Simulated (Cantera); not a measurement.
Feed: 1 mol SiCl4, 37 mol NH3, 16 mol N2, held at 0.133 bar.

Equilibrium computed with Cantera from the NASA thermochemical tables; the gas is ideal and each condensed phase is pure. Candidate condensed phases: NH4Cl, Si, Si3N4; 28 gas species. The tables' values for SiCl3 are old estimates; treat these amounts as uncertain. Kinetics and transport are ignored.

At 1450 °C, list the 4 most abundant gas species with their mole fractions, and the condensed phases.

H2 0.586, N2 0.371, HCl 0.0410, SiCl2 0.00131. Condensed: Si3N4(s).
